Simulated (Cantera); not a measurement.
An adiabatic, constant-volume homogeneous reactor starts with CH4 : O2 : N2 = 1 : 5.56 : 20.9 (molar parts), at 1050 K and 5.00 bar. Integrator tolerance rtol = 1e-08.

Model: GRI-Mech 3.0 (53 species, 325 reactions), integrated in Cantera.

```csv
quantity,before,after
time of steepest temperature rise,53.5 ms,55.0 ms
temperature at 1.00 s,2046 K,1847 K
equilibrium temperature,2045 K,1838 K
x(CH4) at 1.00 s,<1e-12 (gas-phase equilibrium <1e-12),<1e-12 (gas-phase equilibrium <1e-12)
x(O2) at 1.00 s,0.126 (gas-phase equilibrium 0.126),0.129 (gas-phase equilibrium 0.128)
x(CO) at 1.00 s,6.36e-5 (gas-phase equilibrium 6.28e-5),1.50e-5 (gas-phase equilibrium 1.39e-5)
x(CH2O) at 1.00 s,<1e-12 (gas-phase equilibrium <1e-12),<1e-12 (gas-phase equilibrium <1e-12)
x(CO2) at 1.00 s,0.0363 (gas-phase equilibrium 0.0363),0.0364 (gas-phase equilibrium 0.0364)
x(N2O) at 1.00 s,1.13e-6 (gas-phase equilibrium 1.13e-6),4.65e-7 (gas-phase equilibrium 4.55e-7)
```

**Question.** What was changed between the two runs?
(A) initial temperature 1050 to 1473 K
(B) O2 5.56 to 1.8 parts
(C) N2 20.9 to 14 parts
(D) constant pressure in place of constant volume

**Answer.** D, constant pressure in place of constant volume
